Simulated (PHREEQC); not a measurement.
Make-up at 45 °C: 0.15 mmol/kgw PbCl2, 0.034 mmol/kgw NaNO3 and 85 mmol/kgw Zn(NO3)2. Closed to the air; pH follows from the charge balance.

Computed with PHREEQC (ion-association model, wateq4f.dat).

Q: The ionic strength comes out as 0.255 mol/kgw. What activity coefficients do Pb+2, Zn+2, ZnCl+, ZnOH+, PbNO3+ get?

A: Pb+2 0.28, Zn+2 0.29, ZnCl+ 0.69, ZnOH+ 0.73, PbNO3+ 0.73.

This is a speciation only: nothing precipitates in the calculation. At this temperature some constants are extrapolated from 25 °C, and those without enthalpy data are left unchanged.
